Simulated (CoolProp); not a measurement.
Values from CoolProp's reference Helmholtz-energy equation of state, Guder 2009.

Q: For sulfur hexafluoride, give the phase and the density (kg/m³), cv (kJ/(kg K)), speed of sound (m/s), Joule-Thomson coefficient (K/MPa) at 274.3 K and 13900 kPa; 282.7 K and 13900 kPa.

A: 
- 274.3 K and 13900 kPa: liquid; density 1680, cv 0.620, speed of sound 450, Joule-Thomson coefficient -0.145
- 282.7 K and 13900 kPa: liquid; density 1640, cv 0.633, speed of sound 423, Joule-Thomson coefficient -0.0992
